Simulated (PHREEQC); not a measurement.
# Buffer (model solution)

Make-up at 25 °C: 140 mmol/kgw H3PO4 and 1.2 mmol/kgw Na2CO3. Closed to the air; pH follows from the charge balance.

The numbers come from PHREEQC with the ion-association model, phreeqc.dat.

```
Property                       Value
--------------------  --------------
pH                              1.58
ionic strength        0.0327 mol/kgw
specific conductance     10500 µS/cm
total alkalinity         -138 meq/kg
```

```tsv
species	molality	activity	log γ
H3PO4	0.107	0.108	0.003
H2PO4-	0.0327	0.0278	-0.070
H+	0.0303	0.0264	-0.060
Na+	0.00240	0.00203	-0.072
CO2	0.00120	0.00121	0.003
HPO4-2	1.26e-7	6.55e-8	-0.284
(CO2)2	2.66e-8	2.68e-8	0.003
```

Precipitation was switched off in this run. Species that the database lacks are ignored.
